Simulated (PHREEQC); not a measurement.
1 kg of water holding 0.59 mol/kgw K2CO3 and 0.17 mol/kgw K2SO4 is evaporated at 25 °C; the solids stay in contact with the brine. CO2 from the air is kept out. Solids allowed: Arcanite, Kalicinite, Misenite. Others were left out.

Base run: PHREEQC, Pitzer model, pitzer.dat. Each further column changes one thing. The table gives water activity.

| H2O removed (mol) | base | temperature from 25 to 50 °C | temperature from 25 to 5 °C |
|---|---|---|---|
| 0 | 0.969 | 0.968 | 0.970 |
| 9.886 | 0.962 | 0.960 | 0.964 |
| 18.01 | 0.953 | 0.951 | 0.959 |
| 24.69 | 0.946 | 0.939 | 0.952 |
| 30.18 | 0.936 | 0.928 | 0.942 |
| 34.69 | 0.923 | 0.914 | 0.930 |
| 38.4 | 0.905 | 0.894 | 0.914 |
| 41.44 | 0.881 | 0.867 | 0.893 |
| 43.95 | 0.849 | 0.830 | 0.866 |
| 46.01 | 0.807 | 0.780 | 0.830 |
| 47.7 | 0.750 | 0.713 | 0.782 |
| 49.09 | 0.678 | 0.629 | 0.722 |

 Away from 25 °C the constants follow the database's enthalpies or fits; those with neither stay at their 25 °C values.
